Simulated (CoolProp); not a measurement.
Vapour-liquid equilibrium of fluoroethane (R161) (1) + R227EA (2) at 239.3 K; x and y are mole fractions of (1).

Computed with CoolProp (multi-fluid Helmholtz-energy mixture model, Wu 2012 and Lemmon 2016; pair parameters Bell 2016).

| x | bubble pressure (MPa) | y at the bubble point | dew pressure at overall composition x (MPa) | liquid density (mol/L) |
|---|---|---|---|---|
| 0.05 | 0.04495 | 0.063 | 0.04483 | 9.677 |
| 0.15 | 0.04739 | 0.222 | 0.04609 | 10.20 |
| 0.25 | 0.05206 | 0.398 | 0.04799 | 10.75 |
| 0.35 | 0.05882 | 0.560 | 0.05055 | 11.35 |
| 0.45 | 0.06720 | 0.691 | 0.05390 | 12.00 |
| 0.55 | 0.07656 | 0.790 | 0.05830 | ___ |
| 0.65 | 0.08635 | 0.862 | ___ | 13.47 |
| 0.75 | 0.09615 | 0.915 | 0.07235 | 14.33 |
| 0.85 | 0.1057 | 0.955 | 0.08448 | ___ |
| 0.95 | 0.1151 | 0.986 | 0.1044 | 16.33 |

Problem. Complete the blanks.

Solution. 
- 0.55, liquid density (mol/L): 12.70
- 0.65, dew pressure at overall composition x (MPa): 0.06417
- 0.85, liquid density (mol/L): 15.27

No azeotrope shows between x = 0.05 and 0.95.

The pair parameters rest on a limited set of measurements; away from them the model extrapolates.
